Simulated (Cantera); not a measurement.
Charge: 1 mol Cr, 0.12 mol O2, 2.2 mol H2, 29 mol H2O, at 2273 K and 0.00133 bar.

Method: chemical equilibrium by Gibbs-energy minimisation in Cantera with the NASA 1993 tables (ideal gas, pure condensed phases). Candidate condensed phases: Cr, Cr2O3, H2O; 13 gas species. Kinetics and transport are ignored.

Base state: H2O 0.610, H2 0.161, H 0.0923, OH 0.0543, O2 0.0340, O 0.0214, CrO2 0.0133, CrO 0.0105 (mole fractions); condensed: gas only.

Q: What changes in the equilibrium state with this change: pressure from 0.00133 bar to 0.000160 bar?

A: 
```csv
species,before,after
H2O,0.610,0.308
H,0.0923,0.276
H2,0.161,0.172
O,0.0214,0.0840
CrO2,0.0133,0.00561
O2,0.0340,0.0629
OH,0.0543,0.0765
CrO,0.0105,0.00943
CrO3,4.66e-5,9.25e-6
Cr,0.00315,0.00597
```

Q: What changes in the equilibrium state with this change: temperature from 2273 K to 1398.15 K?

A: 
```tsv
species	before	after
H2O	0.610	0.889
H2	0.161	0.111
H	0.0923	4.32e-5
OH	0.0543	6.84e-6
CrO2	0.0133	<1e-9
CrO	0.0105	<1e-9
O	0.0214	2.43e-9
O2	0.0340	9.30e-9
Cr	0.00315	<1e-9
CrO3	4.66e-5	<1e-9
Cr2O3(s), mol	0	0.500
```
